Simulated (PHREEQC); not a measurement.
Dissolve 0.13 mol/kgw H2SO4 and 0.000506 mol/kgw NiSO4 at 25 °C. Closed to the air; pH follows from the charge balance.

All values are PHREEQC results (ion-association model, wateq4f.dat), not measurements.

This is a speciation only: nothing precipitates in the calculation.

**Question.** Order these S species by the share of S that they hold, largest first: SO4-2, HSO4-, NiSO4.

**Answer.** HSO4- (83 %), SO4-2 (17 %), NiSO4 (0.11 %)

The pH is 0.92 and the ionic strength 0.175 mol/kgw.
